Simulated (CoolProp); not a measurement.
Saturation properties of R11 (Tc = 198.0 °C, pc = 4408 kPa, ω = 0.189).

Computed with CoolProp (reference Helmholtz-energy equation of state, Jacobsen 1992).

```json
[
 {"T (°C)": "6.25", "p (kPa)": "52.20", "vapour density (kg/m³)": "3.160", "surface tension (mN/m)": "20.2", "vapour viscosity (µPa s)": "9.53"},
 {"T (°C)": "17.85", "p (kPa)": "81.94", "vapour density (kg/m³)": "4.804", "surface tension (mN/m)": "18.7", "vapour viscosity (µPa s)": "9.91"},
 {"T (°C)": "29.45", "p (kPa)": "123.6", "vapour density (kg/m³)": "7.045", "surface tension (mN/m)": "17.2", "vapour viscosity (µPa s)": "10.3"},
 {"T (°C)": "41.15", "p (kPa)": "180.8", "vapour density (kg/m³)": "10.05", "surface tension (mN/m)": "15.8", "vapour viscosity (µPa s)": "10.6"},
 {"T (°C)": "52.75", "p (kPa)": "255.7", "vapour density (kg/m³)": "13.93", "surface tension (mN/m)": "14.3", "vapour viscosity (µPa s)": "11.0"},
 {"T (°C)": "64.45", "p (kPa)": "353.2", "vapour density (kg/m³)": "18.92", "surface tension (mN/m)": "12.9", "vapour viscosity (µPa s)": "11.4"},
 {"T (°C)": "76.05", "p (kPa)": "475.2", "vapour density (kg/m³)": "25.16", "surface tension (mN/m)": "11.5", "vapour viscosity (µPa s)": "11.8"},
 {"T (°C)": "87.65", "p (kPa)": "626.4", "vapour density (kg/m³)": "32.94", "surface tension (mN/m)": "10.2", "vapour viscosity (µPa s)": "12.1"},
 {"T (°C)": "99.35", "p (kPa)": "812.5", "vapour density (kg/m³)": "42.65", "surface tension (mN/m)": "8.84", "vapour viscosity (µPa s)": "12.5"},
 {"T (°C)": "110.95", "p (kPa)": "1034", "vapour density (kg/m³)": "54.54", "surface tension (mN/m)": "7.56", "vapour viscosity (µPa s)": "13.0"},
 {"T (°C)": "122.55", "p (kPa)": "1298", "vapour density (kg/m³)": "69.18", "surface tension (mN/m)": "6.32", "vapour viscosity (µPa s)": "13.5"},
 {"T (°C)": "134.25", "p (kPa)": "1611", "vapour density (kg/m³)": "87.49", "surface tension (mN/m)": "5.13", "vapour viscosity (µPa s)": "14.1"},
 {"T (°C)": "145.85", "p (kPa)": "1972", "vapour density (kg/m³)": "110.3", "surface tension (mN/m)": "3.99", "vapour viscosity (µPa s)": "14.9"}
]
```

It boils at 23.7 °C under 1 atm.

Viscosity comes from a separate model (Klein 1997), an estimate that may be off by 10 % or more. Surface tension comes from a separate correlation (Mulero 2012).
